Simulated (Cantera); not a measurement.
An isothermal, constant-pressure homogeneous reactor starts with 1.59 % H2, 37.9 % O2, 60.6 % N2, at 1275 K and 2670 Pa.

Cantera simulation using the H2/O2 subset of GRI-Mech 3.0, which has no nitrogen chemistry; the numbers are that mechanism's predictions, not measurements. Radical loss at walls, strong at low pressure, is not modelled.

x: mole fraction; the columns are a selection and need not sum to one.

| t (s) | x H2 | x O2 | x H | x H2O2 | x OH |
|---|---|---|---|---|---|
| 8.00e-6 | 0.0159 | 0.379 | 3.05e-10 | <1e-12 | 3.09e-11 |
| 3.78e-5 | 0.0159 | 0.379 | 1.11e-9 | <1e-12 | 5.27e-10 |
| 0.000179 | 0.0159 | 0.379 | 4.30e-9 | 3.15e-12 | 6.50e-9 |
| 0.000846 | 0.0159 | 0.379 | 2.50e-7 | 6.66e-11 | 5.03e-7 |
| 0.00400 | ___ | 0.366 | ___ | ___ | ___ |
| 0.0189 | ___ | 0.367 | ___ | ___ | ___ |
| 0.0894 | 5.87e-5 | 0.371 | 0.000224 | 3.41e-8 | 0.000712 |
| 0.423 | 6.00e-6 | 0.373 | 7.23e-6 | 1.28e-8 | 0.000229 |
| 2.00 | 4.40e-7 | 0.373 | 1.45e-7 | 2.16e-9 | 6.25e-5 |

### Question
Complete the blanks.

### Answer

- 0.00400, x H2: 0.000380
- 0.00400, x H: 0.00208
- 0.00400, x H2O2: 5.78e-8
- 0.00400, x OH: 0.00163
- 0.0189, x H2: 0.000171
- 0.0189, x H: 0.00117
- 0.0189, x H2O2: 4.24e-8
- 0.0189, x OH: 0.00121
